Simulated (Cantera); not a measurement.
SiH4 + Cl2 + N2 (silicon epitaxy and polysilicon growth)

A closed system holds: 1 mol SiH4, 0.2 mol Cl2, 110 mol N2, held at 975 K and 10.0 Torr.

These are equilibrium values from Cantera (NASA tables, ideal gas, pure condensed phases), not measurements of a reactor. Candidate condensed phases: NH4Cl, Si, Si3N4; 28 gas species. N2 is the only nitrogen source here; it is nearly inert below about 1500 K, so the nitride shown seldom forms there in practice. Rates play no part.

The x(N2) is 0.980 and the x(H2) is 0.0161. The x(HCl) comes out as 0.00359. The n(Si3N4(s)) is 0.333 mol and the gas amount is 111.5 mol. The log10 activity of Si(s) (absent) comes out as -6.27.
